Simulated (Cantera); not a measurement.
A closed system holds: 1 mol MgF2, 1.4 mol H2, 0.27 mol N2, held at 100 Torr.

Method: chemical equilibrium by Gibbs-energy minimisation in Cantera with the NASA 1993 tables (ideal gas, pure condensed phases). Candidate condensed phases: Mg, MgF2; 28 gas species. The tables' values for MgH are old estimates; treat these amounts as uncertain. Rates play no part.

Question: At 1673 K, list the 4 most abundant gas species with their mole fractions, and the condensed phases.

Answer: H2 0.817, N2 0.159, HF 0.0115, MgF2 0.00601. Condensed: MgF2(l).
